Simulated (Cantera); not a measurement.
A closed system holds: 1 mol HI, 0.085 mol H2O, 0.41 mol H2, equilibrated at 2.30 bar.

Equilibrium computed with Cantera from the NASA thermochemical tables; the gas is ideal and each condensed phase is pure. Candidate condensed phases: H2O, I2; 12 gas species. The numbers say what is thermodynamically allowed, not how fast it happens.

x: gas mole fraction; nothing condenses.

```csv
T (K),x HI,x H2,x I,x H2O,x I2,x H
1223,0.535,0.329,0.0399,0.0557,0.0405,[?]
1323,0.500,0.338,0.0691,0.0549,0.0383,[?]
1423,0.458,0.347,0.107,0.0538,0.0341,[?]
1523,0.410,0.358,0.151,0.0526,0.0287,[?]
1623,0.360,0.369,0.197,0.0512,0.0230,[?]
1723,0.311,0.380,0.242,0.0500,0.0177,[?]
1823,0.265,0.390,0.283,0.0488,0.0133,[?]
1923,0.225,0.399,0.318,0.0478,0.00982,[?]
2023,0.191,0.407,0.347,0.0469,0.00723,[?]
2123,0.162,0.413,0.372,0.0462,0.00534,[?]
2223,0.138,0.419,0.391,0.0456,0.00397,[?]
```

Q: Some entries are withheld; supply them.

A: 
- 1223, x H: 1.14e-7
- 1323, x H: 6.08e-7
- 1423, x H: 2.58e-6
- 1523, x H: 9.12e-6
- 1623, x H: 2.77e-5
- 1723, x H: 7.41e-5
- 1823, x H: 0.000178
- 1923, x H: 0.000392
- 2023, x H: 0.000799
- 2123, x H: 0.00152
- 2223, x H: 0.00273
